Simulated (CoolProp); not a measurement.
Vapour-liquid equilibrium of ammonia (1) + n-pentane (2) at 59.15 °C; x and y are mole fractions of (1).

Values from CoolProp's multi-fluid Helmholtz-energy mixture model, Gao 2020 and Thol 2019; pair parameters Bell 2016.

| x | bubble pressure, mixture model (bar) | bubble pressure, Raoult's law (bar) | y, mixture model | y, Raoult's law |
|---|---|---|---|---|
| 0.05 | 4.569 | 3.270 | 0.536 | 0.392 |
| 0.15 | 10.98 | 5.621 | 0.806 | 0.683 |
| 0.25 | 17.26 | 7.972 | 0.873 | 0.803 |
| 0.35 | 21.54 | 10.32 | 0.896 | 0.868 |
| 0.45 | 23.52 | 12.67 | 0.905 | 0.909 |
| 0.55 | 24.05 | 15.03 | 0.908 | 0.937 |
| 0.65 | 24.12 | 17.38 | 0.908 | 0.958 |
| 0.75 | 24.31 | 19.73 | 0.911 | 0.973 |
| 0.85 | 24.83 | 22.08 | 0.922 | 0.986 |
| 0.95 | 25.50 | 24.43 | 0.959 | 0.996 |

The largest gap from Raoult's law is +116.5 % in bubble pressure, at x = 0.25. No azeotrope shows between x = 0.05 and 0.95.

The pair parameters rest on a limited set of measurements; away from them the model extrapolates. With so large a gap from Raoult's law the liquid may split in two, which this calculation doesn't test in full.
